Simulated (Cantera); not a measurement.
Input: 1 mol PbO, 0.56 mol H₂, 0.45 mol N₂, held at 1.50 Torr.

Method: chemical equilibrium by Gibbs-energy minimisation in Cantera with the NASA 1993 tables (ideal gas, pure condensed phases). Candidate condensed phases: H₂O, Pb, PbO, PbO₂, Pb₃O₄; 27 gas species. The numbers say what is thermodynamically allowed, not how fast it happens.

Problem. At 975 K, list the 5 most abundant gas species with their mole fractions, and the condensed phases.

Solution. H₂O 0.552, N₂ 0.443, Pb 0.00458, H₂ 7.41e-5, PbO 6.49e-5. Condensed: Pb(l) + PbO(yellow).
